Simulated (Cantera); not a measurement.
A closed system holds: 1 mol Al, 0.68 mol H2O, 11 mol N2, held at 13.3 mbar.

Equilibrium computed with Cantera from the NASA thermochemical tables; the gas is ideal and each condensed phase is pure. Candidate condensed phases: Al, AlN, Al2O3, H2O; 35 gas species. Mutual solubility and eutectic melting of coexisting phases are not modelled. The tables' values for AlOH are old estimates; treat these amounts as uncertain. Condensed phases not in the tables: aluminium oxynitride. Kinetics and transport are ignored.

x: gas mole fraction; n: condensed amount in mol.

```csv
T (K),x N2,x H2,x Al,x Al2O,x H,x AlH,x AlOH,n AlN(s),n Al2O3(s)
923,0.940,0.0596,<1e-12,<1e-12,5.17e-10,<1e-12,<1e-12,0.547,0.227
1023,0.940,0.0596,<1e-12,<1e-12,…,<1e-12,<1e-12,0.547,0.227
1123,0.940,0.0596,<1e-12,<1e-12,9.01e-8,<1e-12,<1e-12,0.547,0.227
1223,0.940,0.0596,<1e-12,<1e-12,6.36e-7,<1e-12,<1e-12,0.547,0.227
1323,0.940,0.0596,4.41e-11,<1e-12,3.35e-6,3.28e-12,1.42e-11,0.547,0.227
1423,0.940,0.0596,2.61e-9,2.96e-11,1.40e-5,1.22e-10,2.79e-10,0.547,0.227
1523,0.940,0.0596,8.96e-8,2.72e-9,4.89e-5,2.79e-9,3.65e-9,0.547,0.227
1623,0.940,0.0595,1.98e-6,1.41e-7,0.000146,4.32e-8,3.46e-8,0.547,0.227
1723,0.940,0.0594,3.04e-5,4.57e-6,0.000385,4.83e-7,2.50e-7,0.546,0.227
1823,0.940,0.0591,…,…,…,…,1.44e-6,0.541,0.226
1923,0.935,0.0581,0.00301,0.00158,0.00197,2.80e-5,6.88e-6,0.487,0.221
2023,0.903,0.0539,0.0206,0.0181,0.00382,0.000147,2.68e-5,0,0.153
```

### Question
What belongs in the gaps?

### Answer

- 1823, x Al: 0.000344
- 1823, x Al2O: 0.000100
- 1823, x H: 0.000912
- 1823, x AlH: 4.13e-6
- 1023, x H: 8.75e-9
